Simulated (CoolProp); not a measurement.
Vapour-liquid equilibrium of CF4 (R14) (1) + ethane (2) at -80.55 °C; x and y are mole fractions of (1).

Model: multi-fluid Helmholtz-energy mixture model, Platzer 1990 and Bücker 2006; pair parameters Bell 2016, in CoolProp. This equation is an older, rougher fit; its heat capacities, sound speeds and derivatives of the liquid may be far off and weren't checked against measurements.

| x | bubble pressure (bar) | y at the bubble point | dew pressure at overall composition x (bar) | liquid density (mol/L) |
|---|---|---|---|---|
| 0.05 | 4.100 | 0.620 | 1.615 | 17.58 |
| 0.15 | 7.030 | (withheld) | 1.809 | 17.24 |
| 0.25 | 8.281 | 0.813 | 2.055 | 16.89 |
| 0.35 | 8.828 | 0.828 | 2.376 | (withheld) |
| 0.45 | 9.155 | (withheld) | 2.816 | (withheld) |
| 0.55 | 9.476 | 0.847 | 3.453 | 15.87 |
| 0.65 | 9.872 | 0.863 | 4.459 | 15.57 |
| 0.75 | (withheld) | 0.887 | 6.265 | (withheld) |
| 0.85 | 10.92 | 0.922 | 9.549 | 15.08 |
| 0.95 | 11.51 | 0.970 | (withheld) | 14.90 |

### Question
What belongs in the gaps?

### Answer

- 0.15, y at the bubble point: 0.778
- 0.35, liquid density (mol/L): 16.54
- 0.45, y at the bubble point: 0.837
- 0.45, liquid density (mol/L): 16.20
- 0.75, bubble pressure (bar): 10.36
- 0.75, liquid density (mol/L): 15.30
- 0.95, dew pressure at overall composition x (bar): 11.29

No azeotrope shows between x = 0.05 and 0.95.

The pair parameters rest on a limited set of measurements; away from them the model extrapolates. With so large a gap from Raoult's law the liquid may split in two, which this calculation doesn't test in full.
